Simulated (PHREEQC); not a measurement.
Consider water at 25 °C with 10 mmol/kgw KOH and 9.4 mmol/kgw H3BO3. Closed to the air; pH follows from the charge balance.

Equilibrium calculation in PHREEQC: ion-association model, phreeqc.dat.

| quantity | before | after |
|---|---|---|
| pH | 10.85 | 9.25 |
| ionic strength (mol/kgw) | 0.0100 | 0.0100 |
| H3BO3 (mol/kgw) | 0.000202 | 0.00882 |

**Question.** Which change was made?
(A) H3BO3 from 0.0094 to 0.0188 mol/kgw
(B) diluted 100-fold with water
(C) 0.00012 mol/kgw NH4HF2 added

**Answer.** A, H3BO3 from 0.0094 to 0.0188 mol/kgw

This is a speciation only: nothing precipitates in the calculation.
